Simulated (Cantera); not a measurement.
## Adiabatic ignition

An adiabatic, constant-pressure homogeneous reactor starts with CH₄ : CO : O₂ : N₂ = 1 : 0.077 : 2.15 : 8.07 (molar parts), equivalence ratio 0.95, at 1248 K and 1.01 bar.

Detailed kinetics in Cantera: GRI-Mech 3.0 (53 species, 325 reactions).

| t (s) | T (K) | x CH₄ | x CO | x O₂ | x H | x N₂O | x CH₂ | x H₂O |
|---|---|---|---|---|---|---|---|---|
| 1.00e-6 | 1248 | 0.0885 | 0.00682 | 0.190 | 2.89e-11 | <1e-12 | <1e-12 | 3.32e-11 |
| 4.06e-6 | 1248 | 0.0885 | 0.00682 | 0.190 | 4.28e-11 | <1e-12 | <1e-12 | 4.89e-10 |
| 1.65e-5 | 1248 | 0.0885 | 0.00682 | 0.190 | 5.13e-11 | <1e-12 | <1e-12 | 3.23e-9 |
| 6.69e-5 | 1248 | 0.0885 | 0.00682 | 0.190 | 8.87e-11 | <1e-12 | <1e-12 | 2.45e-8 |
| 0.000272 | 1248 | 0.0885 | 0.00682 | 0.190 | 3.24e-10 | 1.09e-12 | <1e-12 | 3.40e-7 |
| 0.00110 | 1248 | 0.0885 | 0.00682 | 0.190 | 2.47e-9 | 1.13e-11 | <1e-12 | 7.58e-6 |
| 0.00448 | 1249 | 0.0883 | 0.00682 | 0.190 | 9.71e-9 | 8.20e-11 | 4.68e-12 | 0.000121 |
| 0.0182 | 1265 | 0.0853 | 0.00744 | 0.188 | 1.78e-7 | 1.66e-9 | 1.35e-10 | 0.00267 |
| 0.0739 | 2625 | <1e-12 | 0.0299 | 0.0214 | 0.00447 | 4.46e-7 | <1e-12 | 0.152 |
| 0.300 | 2625 | <1e-12 | 0.0299 | 0.0214 | 0.00447 | 4.46e-7 | <1e-12 | 0.152 |
x: mole fraction; the columns are a selection and need not sum to one.

The time of steepest temperature rise is 23.5 ms. The temperature at 0.300 s is 2625 K. The equilibrium temperature is 2625 K. The x(CH₄) at 0.300 s is <1e-12 (gas-phase equilibrium <1e-12), the x(CO) at 0.300 s comes out as 0.0299 (gas-phase equilibrium 0.0299) and the x(O₂) at 0.300 s is 0.0214 (gas-phase equilibrium 0.0214).
